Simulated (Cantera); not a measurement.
# Low-pressure radical oxidation in H2/O2

A perfectly stirred reactor is fed with 7.47 % H2, 57.5 % O2, 35.1 % N2, equivalence ratio 0.065, at 0.00987 atm; it is held at 1075 K, and followed from long to short residence time.

Model: the H2/O2 subset of GRI-Mech 3.0, which has no nitrogen chemistry, integrated in Cantera. Radical loss at walls, strong at low pressure, is not modelled. The temperature is held fixed by assumption; the heat of reaction is taken as removed at once.

| τ (s) | x H2 | x O2 | x H | x HO2 | x OH |
|---|---|---|---|---|---|
| 5.8 | 0.000182 | 0.557 | 0.000117 | 1.50e-6 | 0.000495 |
| 1.9 | 0.000358 | 0.556 | 0.000350 | 2.06e-6 | 0.000724 |
| 0.62 | 0.000699 | 0.555 | 0.00103 | 2.64e-6 | 0.00106 |
| 0.20 | 0.00136 | 0.552 | 0.00289 | 3.16e-6 | 0.00154 |
| 0.065 | 0.00258 | 0.547 | 0.00714 | 3.50e-6 | 0.00217 |
| 0.021 | 0.00491 | 0.542 | 0.0141 | 3.64e-6 | 0.00290 |
| 0.0069 | 0.00971 | 0.540 | 0.0201 | 3.61e-6 | 0.00365 |
x: mole fraction; the columns are a selection and need not sum to one.
